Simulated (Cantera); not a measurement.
A diamond (100) surface in a fixed gas of H2 with x(CH4) = 0.0049, x(H) = 0.005, at 1200 K, 30000 Pa; coverages are run to steady state.

Detailed kinetics in Cantera: the Harris–Goodwin 1993 mechanism for the reconstructed diamond (100) surface.

θ: site fractions in the mechanism's names (c6HH fully hydrogenated, c6H* and c6*H radical sites, c6** diradical, c6HM methylated).

| x(CH3) | growth (µm/h) | θ c6HH | θ c6H* | θ c6*H | θ c6** | θ c6HM |
|---|---|---|---|---|---|---|
| 1e-06 | 0.229 | 0.442 | 0.0386 | 0.490 | 0.0293 | 3.53e-5 |
| 2.2e-06 | 0.503 | 0.442 | 0.0386 | 0.490 | 0.0293 | 7.76e-5 |
| 4.8e-06 | (withheld) | 0.442 | 0.0386 | 0.489 | 0.0293 | (withheld) |
| 1e-05 | 2.28 | 0.442 | 0.0386 | 0.489 | 0.0293 | 0.000353 |
| 2.3e-05 | 5.25 | 0.442 | 0.0385 | 0.489 | 0.0292 | 0.000810 |
| 4.9e-05 | (withheld) | 0.441 | 0.0385 | 0.488 | 0.0292 | (withheld) |
| 0.00011 | 24.9 | 0.440 | 0.0383 | 0.486 | 0.0290 | 0.00385 |
| 0.00023 | 51.6 | 0.437 | 0.0380 | 0.483 | 0.0286 | 0.00797 |
| 0.00051 | 112 | 0.431 | 0.0374 | 0.475 | 0.0278 | 0.0173 |

Task: Complete the blanks.

Result: 
- 4.8e-06, growth (µm/h): 1.10
- 4.8e-06, θ c6HM: 0.000169
- 4.9e-05, growth (µm/h): 11.2
- 4.9e-05, θ c6HM: 0.00172
